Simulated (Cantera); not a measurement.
**Chlorosilane synthesis and conversion: Si + HCl + H₂**

Feed: 1 mol Si, 1.1 mol HCl, a varied amount of H₂, at 648 K and 1 atm.

These are equilibrium values from Cantera (NASA tables, ideal gas, pure condensed phases), not measurements of a reactor. Candidate condensed phases: Si; 19 gas species. Kinetics and transport are ignored.

| n(H₂) (mol) | x H₂ | x SiCl₄ | x SiHCl₃ | x SiH₂Cl₂ | x HCl | x SiH₃Cl | x SiCl₃ | n Si(s) |
|---|---|---|---|---|---|---|---|---|
| 0.64 | 0.788 | 0.134 | 0.0752 | 0.00244 | 0.000109 | 1.62e-5 | 1.32e-6 | 0.696 |
| 0.92 | 0.822 | 0.110 | 0.0661 | 0.00230 | 0.000106 | 1.64e-5 | 1.13e-6 | 0.695 |
| 1.3 | 0.853 | 0.0876 | 0.0570 | 0.00214 | 0.000102 | 1.64e-5 | 9.59e-7 | 0.693 |
| 1.9 | 0.885 | 0.0660 | 0.0469 | 0.00193 | 9.72e-5 | 1.62e-5 | 7.76e-7 | 0.691 |
| 2.7 | 0.911 | 0.0493 | 0.0382 | 0.00171 | 9.16e-5 | 1.57e-5 | 6.23e-7 | 0.689 |
| 3.9 | 0.933 | 0.0353 | 0.0301 | 0.00148 | 8.53e-5 | 1.50e-5 | 4.85e-7 | 0.686 |
| 5.6 | 0.950 | 0.0249 | 0.0234 | 0.00127 | 7.89e-5 | 1.41e-5 | 3.73e-7 | 0.684 |
| 8.1 | 0.964 | 0.0171 | 0.0178 | 0.00107 | 7.23e-5 | 1.31e-5 | 2.81e-7 | 0.681 |
| 12 | 0.975 | 0.0113 | 0.0131 | 0.000876 | 6.55e-5 | 1.20e-5 | 2.06e-7 | 0.678 |
| 17 | 0.982 | 0.00769 | 0.00986 | 0.000729 | 5.98e-5 | 1.11e-5 | 1.55e-7 | 0.675 |
x: gas mole fraction; n: condensed amount in mol.

From 0.64 mol H₂ to 17 mol H₂ the condensed part is Si(s). The main Si-bearing gas is SiCl₄ at 0.64 mol H₂ and SiHCl₃ at 17 mol H₂. The share of Si in condensed phases is highest at 0.64 mol H₂ (69.6 %) and lowest at 17 mol H₂ (67.5 %).
